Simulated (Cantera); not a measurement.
A closed system holds: 1 mol LiOH, 4.2 mol H₂, 0.097 mol O₂, held at 900 K and 1330 Pa.

Cantera equilibrium calculation (NASA polynomials, part measured and part estimated; ideal gas, pure solids and liquids). Candidate condensed phases: H₂O, Li, LiH, LiOH, Li₂O; 17 gas species. Kinetics and transport are ignored.

Base state: H₂ 0.852, H₂O 0.148 (mole fractions); condensed: Li₂O(s).

Task: What changes in the equilibrium state with this change: O₂ from 0.097 to 0.55 mol?

Result: 
| species | before | after |
|---|---|---|
| H₂ | 0.852 | 0.660 |
| H₂O | 0.148 | 0.340 |
| Li₂O(s), mol | 0.500 | 0.500 |
